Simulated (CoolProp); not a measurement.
Model: reference Helmholtz-energy equation of state, Zhou 2011, in CoolProp.

Task: Give the vapour pressure (kPa), vapour density (kg/m³), surface tension (mN/m) of saturated dimethyl carbonate at 455.9 K.

Result: 
| T (K) | p (kPa) | vapour density (kg/m³) | surface tension (mN/m) |
|---|---|---|---|
| 455.9 | 982 | 27.5 | 7.70 |

Surface tension comes from a separate correlation (Mulero 2014).
